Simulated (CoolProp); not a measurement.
Vapour-liquid equilibrium of R143a (1) + isobutane (2) at 870 kPa; x and y are mole fractions of (1).

The numbers come from the multi-fluid Helmholtz-energy mixture model, Lemmon and Jacobsen 2000 and Bücker 2006; pair parameters Bell 2016 in CoolProp.

```csv
x,"bubble temperature, mixture model (°C)","bubble temperature, Raoult's law (°C)","y, mixture model","y, Raoult's law"
0.05,49.4,55.3,?,0.149
0.125,38.2,49.2,0.430,0.325
0.2,?,43.8,0.548,0.461
0.275,26.1,39.1,0.622,0.567
0.35,?,35.0,0.672,0.653
0.425,20.3,31.3,?,0.723
0.5,18.4,27.9,0.742,0.781
0.575,16.8,24.8,?,0.830
0.65,15.5,22.0,0.800,0.871
0.725,14.3,19.4,?,0.906
0.8,13.2,17.0,0.866,0.937
0.875,12.3,14.8,0.907,0.963
0.95,?,12.7,?,0.986
```

**Question.** Complete the blanks.

**Answer.** 
- 0.05, y, mixture model: 0.222
- 0.2, bubble temperature, mixture model (°C): 30.9
- 0.35, bubble temperature, mixture model (°C): 22.7
- 0.425, y, mixture model: 0.710
- 0.575, y, mixture model: 0.771
- 0.725, y, mixture model: 0.831
- 0.95, bubble temperature, mixture model (°C): 11.7
- 0.95, y, mixture model: 0.958

The largest gap from Raoult's law is -13.0 K in bubble temperature, at x = 0.275. No azeotrope shows between x = 0.05 and 0.95.

The pair parameters rest on a limited set of measurements; away from them the model extrapolates.
